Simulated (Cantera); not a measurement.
An adiabatic, constant-volume homogeneous reactor starts with H2 : O2 : N2 = 1 : 0.98 : 3.69 (molar parts), equivalence ratio 0.51, at 1075 K and 4.93 atm.

Cantera simulation using GRI-Mech 3.0 (53 species, 325 reactions); the numbers are that mechanism's predictions, not measurements. The hydrogen kinetics of GRI-Mech 3.0 are dated; newer H2 mechanisms differ, most at raised pressure.

x: mole fraction; the columns are a selection and need not sum to one.

```csv
t (s),T (K),P (bar),x H2,x O2,x H2O2,x NO,x HO2,x N2O
2.00e-6,1075,5.00,0.176,0.173,4.50e-12,<1e-12,3.24e-9,<1e-12
4.69e-6,1075,5.00,0.176,0.173,3.20e-11,<1e-12,9.80e-9,<1e-12
1.10e-5,1075,5.00,0.176,0.173,2.15e-10,<1e-12,2.71e-8,<1e-12
2.57e-5,1075,5.00,0.176,0.173,1.33e-9,<1e-12,6.95e-8,<1e-12
6.02e-5,1075,5.00,0.176,0.173,[?],<1e-12,[?],<1e-12
0.000141,1075,5.00,0.176,0.173,4.64e-8,<1e-12,4.93e-7,<1e-12
0.000331,1075,5.00,0.176,0.173,3.33e-7,<1e-12,1.90e-6,1.64e-12
0.000775,1075,5.00,0.176,0.173,6.69e-6,<1e-12,1.74e-5,2.39e-11
0.00181,2555,10.9,0.00147,0.0889,1.45e-6,[?],[?],2.46e-6
0.00425,2537,10.8,0.00139,0.0850,1.36e-6,0.01000,1.97e-5,2.45e-6
0.00996,2528,10.8,0.00135,0.0831,1.32e-6,0.0140,1.90e-5,2.47e-6
0.0233,2528,10.8,0.00135,0.0829,1.32e-6,0.0144,1.89e-5,2.47e-6
0.0547,2528,10.8,0.00135,0.0829,1.32e-6,0.0144,1.89e-5,2.47e-6
0.128,2528,10.8,0.00135,0.0829,1.32e-6,0.0144,1.89e-5,2.47e-6
0.300,2528,10.8,0.00135,0.0829,1.32e-6,0.0144,1.89e-5,2.47e-6
```

Some entries are withheld; supply them.


- 6.02e-5, x H2O2: 7.82e-9
- 6.02e-5, x HO2: 1.77e-7
- 0.00181, x NO: 0.00171
- 0.00181, x HO2: 2.14e-5
